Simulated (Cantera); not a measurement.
A closed system holds: 1 mol CHF₃, at 1.00 bar.

Method: chemical equilibrium by Gibbs-energy minimisation in Cantera with the NASA 1993 tables (ideal gas, pure condensed phases). Candidate condensed phases: C, C₆H₆, C₇H₈, C₈H₁₈; 95 gas species. Gases not in the tables: C₂F₆ and larger saturated fluorocarbons. The numbers say what is thermodynamically allowed, not how fast it happens.

**Question.** What share of the C ends up in condensed phases as a function of T (°C), at 1150, 1350, 1550, 1750, 1950, 2150, 2350, 2550, 2750?

**Answer.** 
```json
[
 {"T (°C)": "1150", "C condensed (%)": "50.0", "as": "C(graphite)"},
 {"T (°C)": "1350", "C condensed (%)": "50.0", "as": "C(graphite)"},
 {"T (°C)": "1550", "C condensed (%)": "49.9", "as": "C(graphite)"},
 {"T (°C)": "1750", "C condensed (%)": "49.4", "as": "C(graphite)"},
 {"T (°C)": "1950", "C condensed (%)": "47.6", "as": "C(graphite)"},
 {"T (°C)": "2150", "C condensed (%)": "42.5", "as": "C(graphite)"},
 {"T (°C)": "2350", "C condensed (%)": "33.0", "as": "C(graphite)"},
 {"T (°C)": "2550", "C condensed (%)": "24.6", "as": "C(graphite)"},
 {"T (°C)": "2750", "C condensed (%)": "25.5", "as": "C(graphite)"}
]
```
